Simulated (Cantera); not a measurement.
A freely propagating, adiabatic, planar premixed flame of H2 : O2 : N2 = 1 : 0.714 : 2.69 (molar parts), unburnt at 500 K and 0.133 bar; mixture-averaged transport, grid criteria slope 0.08 and curve 0.16, no radiation.

Detailed kinetics in Cantera: the H2/O2 subset of GRI-Mech 3.0, which has no nitrogen chemistry. Burning velocities carry a grid error of a few per cent, more on coarse grids.

Problem. What does this change do: inlet temperature 500 to 450 K?

Solution. 
```
quantity                    before     after
------------------------  --------  --------
laminar burning velocity  337 cm/s  275 cm/s
thermal thickness          5.92 mm   5.65 mm
peak x(HO2)                7.90e-5   9.38e-5
peak x(O)                   0.0157    0.0147
peak x(H)                   0.0508    0.0474
```
